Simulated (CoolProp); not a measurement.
n-pentane at several states: Z from the reference equation and from simpler models built on Tc = 196.5 °C, pc = 33.68 bar, ω = 0.251; each cubic takes its own stable root.

The numbers come from the reference Helmholtz-energy equation of state, Thol 2019 in CoolProp.

```json
[
 {"T (°C)": "-57.25", "p (bar)": "0.312", "phase": "liquid", "reference": "0.001796", "van der Waals": "0.9838", "Redlich-Kwong": "0.002022", "Soave-Redlich-Kwong": "0.001989", "Peng-Robinson": "0.001770"},
 {"T (°C)": "-11.95", "p (bar)": "0.18", "phase": "liquid", "reference": "0.0009104", "van der Waals": "0.9939", "Redlich-Kwong": "0.9908", "Soave-Redlich-Kwong": "0.0009993", "Peng-Robinson": "0.0008867"},
 {"T (°C)": "83.25", "p (bar)": "0.171", "phase": "gas", "reference": "0.9956", "van der Waals": "0.9971", "Redlich-Kwong": "0.9962", "Soave-Redlich-Kwong": "0.9959", "Peng-Robinson": "0.9957"},
 {"T (°C)": "22.85", "p (bar)": "1.79", "phase": "liquid", "reference": "0.008417", "van der Waals": "0.9519", "Redlich-Kwong": "0.009529", "Soave-Redlich-Kwong": "0.009225", "Peng-Robinson": "0.008166"},
 {"T (°C)": "-94.85", "p (bar)": "0.124", "phase": "liquid", "reference": "0.0008245", "van der Waals": "0.001392", "Redlich-Kwong": "0.0009339", "Soave-Redlich-Kwong": "0.0009247", "Peng-Robinson": "0.0008248"}
]
```

At some of these states van der Waals, Redlich-Kwong gives the other phase, because its saturation line lies elsewhere.
